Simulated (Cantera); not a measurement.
# Equilibrium for carbon deposition, reforming and gasification: acetone + NH3 + N2

Feed: 1 mol acetone, 2.7 mol NH3, 13 mol N2, held at 2275 K.

Method: chemical equilibrium by Gibbs-energy minimisation in Cantera with the NASA 1993 tables (ideal gas, pure condensed phases). Candidate condensed phases: C, C6H6, C7H8, C8H18, H2O; 136 gas species. The feed counts by its element totals alone. The ideal-gas law is rough above about 30 bar. Rates play no part.

From 10.0 Pa to 100 bar the condensed part is C(graphite). The main C-bearing gas is CO throughout. The share of C in condensed phases is highest at 10.0 Pa (55.4 %) and lowest at 100 bar (49.8 %).

| P (Pa) | x N2 | x H2 | x H | x CO | x HCN | n C(graphite) |
|---|---|---|---|---|---|---|
| 10 | 0.541 | 0.118 | 0.291 | 0.0381 | 0.00961 | 1.66 |
| 46 | 0.578 | 0.193 | 0.174 | 0.0408 | 0.0127 | 1.61 |
| 220 | 0.604 | 0.247 | 0.0899 | 0.0426 | 0.0147 | 1.57 |
| 1000 | 0.618 | 0.276 | 0.0446 | 0.0436 | 0.0157 | 1.56 |
| 4600 | 0.625 | 0.291 | 0.0213 | 0.0442 | 0.0162 | 1.55 |
| 22000 | 0.628 | 0.298 | 0.00988 | 0.0444 | 0.0165 | 1.54 |
| 100000 | 0.630 | 0.301 | 0.00466 | 0.0445 | 0.0166 | 1.54 |
| 460000 | 0.631 | 0.303 | 0.00218 | 0.0446 | 0.0167 | 1.54 |
| 2200000 | 0.632 | 0.303 | 0.000996 | 0.0446 | 0.0167 | 1.53 |
| 10000000 | 0.633 | 0.300 | 0.000465 | 0.0447 | 0.0166 | 1.49 |
x: gas mole fraction; n: condensed amount in mol.
